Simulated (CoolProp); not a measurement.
trans-2-butene at 385.76 K and 14.1 MPa is throttled through a valve to 2.8 MPa with no heat exchange. Each further row changes one setting.

The numbers come from the reference Helmholtz-energy equation of state, Lemmon 2005 in CoolProp. It is a short technical equation, of lower accuracy than the large ones.

| case | temperature change (K) | final phase | final density (kg/m³) |
|---|---|---|---|
| as stated | [?] | liquid | [?] |
| outlet pressure 0.84 MPa | [?] | two-phase, vapour fraction 0.330 | 56.0 |
| outlet pressure 3.64 MPa | -1.2 | liquid | [?] |

What belongs in the gaps?


- as stated, temperature change (K): -1.6
- as stated, final density (kg/m³): 476
- outlet pressure 0.84 MPa, temperature change (K): -40.1
- outlet pressure 3.64 MPa, final density (kg/m³): 481
